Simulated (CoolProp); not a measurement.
Values from CoolProp's reference Helmholtz-energy equation of state, Lemmon 2006. It is a short technical equation, of lower accuracy than the large ones.

Task: For toluene, give the phase and the density (kg/m³), cp (kJ/(kg K)), isothermal compressibility (1/MPa), viscosity (µPa s) at 480 K and 13.8 bar; 480 K and 41.3 bar; 480 K and 55 bar.

Result: 
- 480 K and 13.8 bar: liquid; density 669, cp 2.41, isothermal compressibility 0.00541, viscosity 133
- 480 K and 41.3 bar: liquid; density 678, cp 2.37, isothermal compressibility 0.00463, viscosity 139
- 480 K and 55 bar: liquid; density 682, cp 2.36, isothermal compressibility 0.00432, viscosity 142

Viscosity comes from a separate model (Avgeri 2015).
